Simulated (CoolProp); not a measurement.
R11 at 298.15 K and 0.312 MPa flows at 0.093 m/s in a round tube of 100 mm bore and 0.25 µm roughness, fully developed (64/Re and Nu = 3.66 if laminar; Colebrook and Gnielinski if turbulent). Each further row changes one setting.

The numbers come from the reference Helmholtz-energy equation of state, Jacobsen 1992 in CoolProp.

```tsv
case	Reynolds number	Darcy friction factor	pressure drop (Pa/m)	heat-transfer coefficient (W/(m² K))	mass flow (kg/h)
as stated	31600	0.0232	1.48	158	3880
velocity 0.186 m/s	63300	0.0198	5.07	286	7770
diameter 200 mm	63300	0.0198	0.634	143	15500
```

Viscosity comes from a separate model (Klein 1997), an estimate that may be off by 10 % or more. Thermal conductivity comes from a separate model (McLinden 2000), an estimate that may be off by 10 % or more.
